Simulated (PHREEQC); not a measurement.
Model water analysis in mg/L, 25 °C, pH 7.7, pe 11.4: Na 15.2; K 16.9; Ca 2.03; Mg 10.9; Cl 23.3; S(6) as SO4 0.0481; Alkalinity as HCO3 87.6; Cd 0.906; Sr 0.59; Pb 0.184; Ni 0.556; Cu(2) 0.134.

Valence states are taken as typed.

Equilibrium calculation in PHREEQC: ion-association model, wateq4f.dat.

This is a speciation only: nothing precipitates in the calculation.

**Question.** What charge-balance error does the model give?

**Answer.** charge-balance error 1.2 %.

**Question.** In which forms is Pb present?

**Answer.** PbCO3 93 %, Pb+2 2.2 %, PbHCO3+ 1.9 %, PbOH+ 1.8 %, Pb(CO3)2-2 0.9 % of the Pb.

The solution is supersaturated, for example in Otavite, Tenorite (slow to form), so a real one may precipitate; this is no full list. Complexes and solids missing from the database can't appear. The database's constant for dissolved Cu(OH)2 is higher than later reviews accept. The database's nickel carbonate constants are estimates that later reviews lower a good deal.
